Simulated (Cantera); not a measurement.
Charge: 1 mol NaI, 180 mol H2, 0.022 mol N2, at 0.210 bar.

Equilibrium computed with Cantera from the NASA thermochemical tables; the gas is ideal and each condensed phase is pure. Candidate condensed phases: I2, Na, NaI; 16 gas species. Gases not in the tables: NaBr and NaI dimers. The numbers say what is thermodynamically allowed, not how fast it happens.

Task: Which condensed phases are stable at each of these points (T (K)): 700, 850, 1000, 1150, 1300, 1450, 1600, 1750, 1900, 2050?

Result: 
```tsv
T (K)	condensed phases	Na condensed (%)
700	NaI(s)	100.0
850	NaI(s)	98.3
1000	NaI(l)	26.8
1150	gas only	0.0
1300	gas only	0.0
1450	gas only	0.0
1600	gas only	0.0
1750	gas only	0.0
1900	gas only	0.0
2050	gas only	0.0
```

From 700 K to 850 K the condensed part is NaI(s). At 1000 K the condensed part is NaI(l). From 1150 K to 2050 K nothing is condensed.
